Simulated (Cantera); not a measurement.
Charge: 1 mol n-butane, 2.7 mol NH₃, 2.4 mol H₂, held at 1050 K and 0.100 bar.

Equilibrium computed with Cantera from the NASA thermochemical tables; the gas is ideal and each condensed phase is pure. Candidate condensed phases: C, C₆H₆, C₇H₈, C₈H₁₈; 92 gas species. Kinetics and transport are ignored.

Base state: H₂ 0.890, N₂ 0.106, CH₄ 0.00453, NH₃ 1.16e-5 (mole fractions); condensed: C(graphite).

Q: What changes in the equilibrium state with this change: NH₃ from 2.7 to 0.27 mol?

A: 
| species | before | after |
|---|---|---|
| H₂ | 0.890 | 0.977 |
| N₂ | 0.106 | 0.0171 |
| CH₄ | 0.00453 | 0.00547 |
| NH₃ | 1.16e-5 | 5.36e-6 |
| C(graphite), mol | 3.94 | 3.96 |

Q: What changes in the equilibrium state with this change: temperature from 1050 K to 1773.15 K?

A: 
```
species            before     after
----------------  -------  --------
H₂                  0.890     0.893
N₂                  0.106     0.105
HCN               3.41e-6   0.00164
CH₄               0.00453   6.71e-5
H                 2.42e-8  0.000851
C₂H₂ (acetylene)  3.68e-9  0.000125
C(graphite), mol     3.94      3.97
```
